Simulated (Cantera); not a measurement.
A freely propagating, adiabatic, planar premixed flame of 44.4 % H₂, 11.7 % O₂, 43.9 % N₂, unburnt at 350 K and 3.40 bar; mixture-averaged transport, grid criteria slope 0.08 and curve 0.16, no radiation.

Cantera simulation using the H2/O2 subset of GRI-Mech 3.0, which has no nitrogen chemistry; the numbers are that mechanism's predictions, not measurements. The hydrogen kinetics of GRI-Mech 3.0 are dated; newer H2 mechanisms differ, most at raised pressure. Burning velocities carry a grid error of a few per cent, more on coarse grids.

x: mole fraction of selected species; z is measured from the peak of heat release.

```csv
z (mm),T (K),u (m/s),x H₂,x O₂,x O,x H₂O,x H₂O₂,x HO₂
-0.220,350,3.81,0.444,0.117,<1e-8,<1e-8,<1e-8,<1e-8
-0.147,350,3.81,0.444,0.117,<1e-8,<1e-8,<1e-8,<1e-8
-0.110,350,3.81,0.444,0.117,<1e-8,2.21e-7,<1e-8,2.34e-8
-0.0733,351,3.82,0.443,0.117,2.81e-8,5.50e-6,(withheld),6.89e-7
-0.0366,404,4.33,0.432,0.119,3.57e-6,0.00143,(withheld),0.000249
-0.0183,715,7.37,0.394,0.112,0.000154,0.0259,(withheld),0.000759
0,1139,11.4,0.333,0.0862,0.00111,0.0875,(withheld),0.000299
0.0183,1446,14.4,0.269,0.0477,0.00228,0.163,(withheld),0.000137
0.0366,1619,16.0,0.230,0.0198,0.00194,0.215,(withheld),5.42e-5
0.0733,1766,17.4,0.210,0.00289,0.000880,0.249,(withheld),7.53e-6
0.147,1877,18.4,0.214,0.000336,0.000474,0.256,(withheld),9.80e-7
0.293,1971,19.2,0.221,0.000128,0.000242,0.259,(withheld),4.26e-7
0.586,2042,19.8,0.226,5.40e-5,0.000103,0.261,(withheld),1.96e-7
```

**Question.** What belongs in the gaps?

**Answer.** 
- -0.0733, x H₂O₂: 6.74e-8
- -0.0366, x H₂O₂: 2.38e-5
- -0.0183, x H₂O₂: 0.000121
- 0, x H₂O₂: 4.11e-5
- 0.0183, x H₂O₂: 4.84e-6
- 0.0366, x H₂O₂: 1.81e-6
- 0.0733, x H₂O₂: 8.17e-7
- 0.147, x H₂O₂: 4.10e-7
- 0.293, x H₂O₂: 2.02e-7
- 0.586, x H₂O₂: 9.40e-8
